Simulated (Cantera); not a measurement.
A closed system holds: 1 mol PbO, 0.013 mol O2, 5.5 mol N2, equilibrated at 1.00 bar.

These are equilibrium values from Cantera (NASA tables, ideal gas, pure condensed phases), not measurements of a reactor. Candidate condensed phases: Pb, PbO, PbO2, Pb3O4; 12 gas species. Gases not in the tables: (PbO)n polymers. Equilibrium is a limit: real reactors are often held back by kinetics, nucleation or transport.

log p: log10 of the partial pressure in bar; n: condensed amount in mol.

```tsv
T (°C)	log p N2	log p PbO	log p O2	log p Pb	log p NO	log p O	n PbO(red)	n PbO(yellow)	n PbO(l)
325	0.00	<-12	-2.63	<-12	-8.64	<-12	1.00	0	0
400	0.00	<-12	-2.63	<-12	-7.75	<-12	1.00	0	0
475	0.00	-11.43	-2.63	<-12	-7.04	<-12	1.00	0	0
550	0.00	-9.64	-2.63	<-12	-6.46	<-12	0	1.00	0
625	0.00	-8.16	-2.63	<-12	-5.97	<-12	0	1.00	0
700	0.00	-6.92	-2.63	-10.29	-5.56	[?]	0	1.000	0
775	0.00	-5.86	-2.63	-8.74	-5.21	[?]	0	1.000	0
850	0.00	-4.94	-2.63	-7.41	-4.91	[?]	0	1.000	0
925	0.00	-4.18	-2.63	-6.28	-4.64	[?]	0	0	1.000
1000	0.00	-3.55	-2.63	-5.33	-4.41	[?]	0	0	0.998
1075	0.00	-3.00	-2.63	-4.48	-4.20	[?]	0	0	0.994
1150	0.00	-2.51	-2.62	-3.74	-4.01	[?]	0	0	0.982
1225	-0.01	-2.07	-2.57	-3.09	-3.82	[?]	0	0	0.948
1300	-0.01	-1.67	-2.45	-2.55	-3.60	[?]	0	0	0.863
```

Question: Some entries are withheld; supply them.

Answer: 
- 700, log p O: -11.48
- 775, log p O: -10.51
- 850, log p O: -9.67
- 925, log p O: -8.93
- 1000, log p O: -8.28
- 1075, log p O: -7.70
- 1150, log p O: -7.18
- 1225, log p O: -6.69
- 1300, log p O: -6.20
